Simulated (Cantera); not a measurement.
Feed: 1 mol CH₃SiH₃, 190 mol H₂, equilibrated at 1000 Pa.

Cantera equilibrium calculation (NASA polynomials, part measured and part estimated; ideal gas, pure solids and liquids). Candidate condensed phases: C, C₆H₆, C₇H₈, C₈H₁₈, Si, SiC; 87 gas species. The feed counts by its element totals alone. Gases not in the tables: Si₂H₆ and higher silanes. Rates play no part.

x: gas mole fraction; n: condensed amount in mol.

| T (K) | x H₂ | x H | x Si | x C₂H₂ (acetylene) | n SiC(s) |
|---|---|---|---|---|---|
| 1798 | 0.996 | 0.00351 | 2.55e-5 | 1.43e-5 | 0.994 |
| 1823 | 0.996 | 0.00432 | 3.73e-5 | 2.11e-5 | 0.991 |
| 1848 | 0.995 | 0.00529 | 5.41e-5 | 3.06e-5 | 0.987 |
| 1873 | 0.993 | … | … | … | 0.982 |
| 1898 | 0.992 | 0.00779 | 0.000111 | 6.23e-5 | 0.975 |
| 1923 | 0.990 | 0.00937 | 0.000156 | 8.75e-5 | 0.965 |
| 1948 | 0.988 | 0.0112 | 0.000219 | 0.000122 | 0.951 |
| 1973 | 0.986 | 0.0134 | 0.000303 | 0.000168 | 0.932 |
| 1998 | 0.983 | 0.0159 | 0.000417 | 0.000230 | 0.906 |
| 2023 | 0.980 | … | … | … | 0.871 |
| 2048 | 0.977 | 0.0221 | 0.000770 | 0.000419 | 0.824 |
| 2073 | 0.972 | 0.0259 | 0.00104 | 0.000559 | 0.762 |
| 2098 | 0.967 | 0.0303 | 0.00138 | 0.000740 | 0.679 |
| 2123 | 0.962 | 0.0352 | 0.00183 | 0.000972 | 0.568 |

Problem. Complete the blanks.

Solution. 
- 2023, x H: 0.0188
- 2023, x Si: 0.000569
- 2023, x C₂H₂ (acetylene): 0.000311
- 1873, x H: 0.00643
- 1873, x Si: 7.78e-5
- 1873, x C₂H₂ (acetylene): 4.39e-5
